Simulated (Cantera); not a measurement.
Input (Python, Cantera) and output of one run.

```python
import numpy as np
import cantera as ct

gas_names = [...]  # 113 gases of nasa_gas.yaml made of C, H, O, Ta
cond_names = """
    C(gr) C6H6(L) C7H8(L) C8H18(L),n-octa H2O(s) H2O(L) Ta(cr) Ta(L) TaC(s) TaC(L) Ta2O5(s) Ta2O5(L)
""".split()


# ... load() reads the species with a 1 bar reference pressure and builds the phases ...
atoms = {
    'Ta2O5': {'Ta': 2, 'O': 5},
    'CO': {'C': 1, 'O': 1},
    'H2': {'H': 2},
    'C': {'C': 1},
}
top_T = {'C(gr)': 4500}  # K; cautious upper limits of use, not melting points


# ... equilibrate(T, P, feed) seeds the gas with the atoms and calls Mixture.equilibrate('TP', solver="vcs", rtol=1e-11, max_steps=5000) ...
results = []
feed = {'Ta2O5': 1, 'CO': 5.9, 'H2': 1.6, 'C': 2.2}  # mol
T = 2573.15  # K
for P in [10, 68, 460, 3200, 22000, 150000, 1000000]:
    mix = equilibrate(T, P, feed)
    results.append((T, P, feed, dict(zip(mix.species_names, mix.species_moles))))
    x = sorted(zip(gas.X, gas.species_names), reverse=True)
    print(f"T = {T:g} K  P = {P:g} Pa  gas = {mix.phase_moles(0):.4g} mol")
    print("   x: " + "  ".join(f"{s} {v:.3e}" for v, s in x if v > 0.001))
    print("   condensed (mol): " + ("  ".join(f"{mix.phase(i).name} {mix.phase_moles(i):.4g}"
          for i in range(1, mix.n_phases) if mix.phase_moles(i) > 1e-12) or "none"))
```

Result:

```
T = 2573.15 K  P = 10 Pa  gas = 13.27 mol
   x: CO 6.101e-01  H 2.319e-01  TaO 9.316e-02  TaO2 5.751e-02  H2 4.552e-03  O 2.540e-03
   condensed (mol): none
T = 2573.15 K  P = 68 Pa  gas = 12.97 mol
   x: CO 6.245e-01  H 2.004e-01  TaO 8.737e-02  TaO2 6.391e-02  H2 2.311e-02
   condensed (mol): Ta(cr) 0.03822
T = 2573.15 K  P = 460 Pa  gas = 12.13 mol
   x: CO 6.670e-01  H 1.304e-01  TaO2 9.432e-02  H2 6.621e-02  TaO 4.081e-02
   condensed (mol): Ta(cr) 0.3603
T = 2573.15 K  P = 3200 Pa  gas = 10.55 mol
   x: CO 7.669e-01  H2 1.176e-01  H 6.589e-02  TaO2 3.746e-02  TaO 9.750e-03  CO2 1.097e-03  H2O 1.077e-03
   condensed (mol): Ta(cr) 0.7492  Ta2O5(L) 0.3764
T = 2573.15 K  P = 22000 Pa  gas = 9.907 mol
   x: CO 8.164e-01  H2 1.461e-01  H 2.801e-02  TaO2 5.449e-03  TaO 1.418e-03  H2O 1.338e-03  CO2 1.168e-03
   condensed (mol): Ta(cr) 0.871  Ta2O5(L) 0.5305
T = 2573.15 K  P = 150000 Pa  gas = 9.125 mol
   x: CO 8.166e-01  H2 1.677e-01  H 1.149e-02  H2O 1.855e-03  CO2 1.412e-03
   condensed (mol): TaC(s) 0.6356  Ta2O5(L) 0.6782
T = 2573.15 K  P = 1e+06 Pa  gas = 9.078 mol
   x: CO 8.190e-01  H2 1.707e-01  H 4.491e-03  H2O 3.250e-03  CO2 2.436e-03
   condensed (mol): TaC(s) 0.6432  Ta2O5(L) 0.678
```

Method: chemical equilibrium by Gibbs-energy minimisation in Cantera with the NASA 1993 tables (ideal gas, pure condensed phases). Mutual solubility and eutectic melting of coexisting phases are not modelled. TaC: taken at fixed stoichiometry. Condensed phases not in the tables: Ta2C, N, O or C dissolved in the metal.
